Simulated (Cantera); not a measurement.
Mixture: H₂ : O₂ : N₂ = 1 : 0.263 : 1.21 (molar parts), at 1.00 bar, adiabatic and at constant pressure. Ignition delay is the time to a rise of 400 K.

Computed with Cantera and the H2/O2 subset of GRI-Mech 3.0, which has no nitrogen chemistry. Where the delays flatten at high temperature, the 400 K rule measures the pace of heat release, not the induction time.

### Question
Predict: delay at 1100 K; delay at 1250 K; delay at 1400 K; delay at 1550 K; delay at 1700 K.

### Answer
delay at 1100 K: 0.112 ms
delay at 1250 K: 45.4 µs
delay at 1400 K: 27.2 µs
delay at 1550 K: 21.1 µs
delay at 1700 K: 19.8 µs
